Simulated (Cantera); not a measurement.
Cantera run, input and output.

```python
import numpy as np
import cantera as ct

gas = ct.Solution("gri30.yaml")
gas.TPX = 1050, 500000, {'CH4': 1, 'O2': 1.8, 'N2': 20.9}
reactor = ct.IdealGasReactor(gas, energy="on", clone=False)
net = ct.ReactorNet([reactor])
net.rtol, net.atol = 1e-08, 1e-16
show = ['CH4', 'O2', 'CO', 'CH2O', 'CO2', 'N2O']
times = np.geomspace(4e-06, 1, 16)

steps = ct.SolutionArray(gas, extra=["t"])
rows = []
print(f"{'t/s':>10s}{'T/K':>9s}{'P/Pa':>11s}" + "".join(f"{s:>11s}" for s in show))
for t in times:
    while net.time < t:
        t_next = net.step()
        steps.append(gas.state, t=t_next)
    rows.append([np.interp(t, steps.t, y) for y in (steps.T, steps.P, *steps(*show).X.T)])
    print(f"{t:10.3e}{rows[-1][0]:9.1f}{rows[-1][1]:11.4g}" + "".join(f"{x:11.3e}" for x in rows[-1][2:]))
rate = np.gradient(steps.T, steps.t)
print("integrator steps:", len(steps.t))
if steps.T.max() > steps.T[0] + 200:
    print(f"time of steepest temperature rise: {steps.t[rate.argmax()]:.4e} s")
gas.TPX = 1050, 500000, {'CH4': 1, 'O2': 1.8, 'N2': 20.9}
gas.equilibrate("UV")
print(f"equilibrium (UV): T = {gas.T:.1f} K  " + "  ".join(f"{s} {gas[s].X[0]:.3e}" for s in show))
```

It prints:

```
       t/s      T/K       P/Pa        CH4         O2         CO       CH2O        CO2        N2O
 4.000e-06   1050.0      5e+05  4.219e-02  7.595e-02  4.346e-19  1.516e-13  3.053e-21  1.753e-18
 9.161e-06   1050.0      5e+05  4.219e-02  7.595e-02  5.427e-18  8.037e-13  3.772e-20  6.389e-18
 2.098e-05   1050.0      5e+05  4.219e-02  7.595e-02  6.360e-17  4.201e-12  4.404e-19  2.678e-17
 4.804e-05   1050.0      5e+05  4.219e-02  7.595e-02  7.497e-16  2.213e-11  5.222e-18  1.250e-16
 1.100e-04   1050.0      5e+05  4.219e-02  7.595e-02  9.075e-15  1.175e-10  6.453e-17  6.180e-16
 2.520e-04   1050.0      5e+05  4.219e-02  7.595e-02  1.119e-13  6.339e-10  8.352e-16  3.129e-15
 5.771e-04   1050.0      5e+05  4.219e-02  7.595e-02  1.438e-12  3.564e-09  1.189e-14  1.587e-14
 1.322e-03   1050.0      5e+05  4.219e-02  7.595e-02  2.063e-11  2.210e-08  2.052e-13  7.919e-14
 3.027e-03   1050.0      5e+05  4.219e-02  7.595e-02  3.714e-10  1.588e-07  4.471e-12  3.753e-13
 6.931e-03   1050.0      5e+05  4.219e-02  7.595e-02  7.489e-09  1.029e-06  6.936e-11  1.527e-12
 1.587e-02   1050.0      5e+05  4.219e-02  7.594e-02  8.916e-08  3.945e-06  3.718e-10  4.981e-12
 3.635e-02   1050.2  5.001e+05  4.217e-02  7.593e-02  7.488e-07  1.221e-05  1.543e-09  1.623e-11
 8.326e-02   1050.6  5.003e+05  4.211e-02  7.589e-02  6.853e-06  4.204e-05  1.230e-08  6.535e-11
 1.907e-01   1056.2   5.03e+05  4.147e-02  7.538e-02  1.639e-04  2.859e-04  1.058e-06  5.155e-10
 4.367e-01   2077.1  9.976e+05  7.163e-14  4.757e-06  1.105e-02  2.566e-10  3.079e-02  8.638e-09
 1.000e+00   2077.0  9.975e+05  7.190e-14  4.745e-06  1.105e-02  2.569e-10  3.078e-02  8.782e-09
integrator steps: 2650
time of steepest temperature rise: 2.3885e-01 s
equilibrium (UV): T = 2077.0 K  CH4 8.070e-14  O2 4.744e-06  CO 1.105e-02  CH2O 2.569e-10  CO2 3.078e-02  N2O 8.785e-09
```

Detailed kinetics in Cantera: GRI-Mech 3.0 (53 species, 325 reactions).
